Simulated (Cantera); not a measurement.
Cantera run:

```python
import numpy as np
import cantera as ct

gas_names = """
    Fe FeO Fe(OH)2 H HNO HNO2 HNO3 HO2 H2 H2O H2O2 H2S H2SO4 N NH NH2 NH3 NH2OH NO NO2 NO3 N2 N2H2 N2H4
    N2O O OH O2 O3 S SH SN SO SO2 SO3 S2 S2O S8
""".split()
cond_names = """
    Fe(a) Fe(c) Fe(d) Fe(L) FeO(s) FeO(L) Fe(OH)2(s) Fe(OH)3(s) FeS(a) FeS(b) FeS(c) FeS(L) FeSO4(s)
    FeS2(s) Fe2O3(s) Fe2S3O12(s) Fe3O4(s) H2O(s) H2O(L) H2SO4(L) S(cr1) S(cr2) S(L)
""".split()


# ... load() reads the species with a 1 bar reference pressure and builds the phases ...
atoms = {
    'Fe': {'Fe': 1},
    'NH3': {'N': 1, 'H': 3},
    'N2': {'N': 2},
    'SO2': {'S': 1, 'O': 2},
}
top_T = {'FeSO4(s)': 950, 'FeS2(s)': 1010, 'Fe2O3(s)': 1830, 'Fe2S3O12(s)': 1100, 'Fe3O4(s)': 1870}  # K; cautious upper limits of use, not melting points


# ... equilibrate(T, P, feed) seeds the gas with the atoms and calls Mixture.equilibrate('TP', solver="vcs", rtol=1e-11, max_steps=5000) ...
results = []
feed = {'Fe': 1, 'NH3': 0.13, 'N2': 1.1, 'SO2': 0.75}  # mol
T = 1373  # K
P = 1000  # Pa
mix = equilibrate(T, P, feed)
results.append((T, P, feed, dict(zip(mix.species_names, mix.species_moles))))
print(gas.report(threshold=0.001))
for i in range(1, mix.n_phases):
    print(f"{mix.phase(i).name:16s} {mix.phase_moles(i):12.5e} mol")
```

It prints:

```
       temperature   1373 K
          pressure   1000 Pa
           density   0.0030782 kg/m^3
  mean mol. weight   35.14 kg/kmol
   phase of matter   gas

                          1 kg             1 kmol
                     ---------------   ---------------
          enthalpy        -4.284e+05       -1.5054e+07  J
   internal energy       -7.5326e+05        -2.647e+07  J
           entropy            8597.8        3.0213e+05  J/K
    Gibbs function       -1.2233e+07       -4.2987e+08  J
 heat capacity c_p            1108.5             38954  J/K
 heat capacity c_v            871.93             30640  J/K

                      mass frac. Y      mole frac. X     chem. pot. / RT
                     ---------------   ---------------   ---------------
                H2        0.00069634          0.012138           -27.366
               H2O          0.048759           0.09511           -54.089
               H2S         0.0024993         0.0025774           -40.549
                N2           0.52382           0.65706           -30.769
                SO         0.0030943         0.0022625           -39.906
               SO2           0.25601           0.14044            -66.63
                S2           0.16255          0.089081           -26.366
     [  +31 minor]         0.0025782         0.0013297

Fe(c)             0.00000e+00 mol
FeO(s)            8.27584e-01 mol
Fe(OH)2(s)        0.00000e+00 mol
Fe(OH)3(s)        0.00000e+00 mol
FeS(c)            1.72416e-01 mol
Fe2O3(s)          0.00000e+00 mol
Fe3O4(s)          0.00000e+00 mol
S(L)              0.00000e+00 mol
```

Method: chemical equilibrium by Gibbs-energy minimisation in Cantera with the NASA 1993 tables (ideal gas, pure condensed phases). Metal and sulfide melt together well below either melting point, which pure phases cannot show. Mutual solubility and eutectic melting of coexisting phases are not modelled. The tables' stoichiometric FeO is somewhat more stable than real wüstite, so its field is too wide. FeO, FeS: taken at fixed stoichiometry.
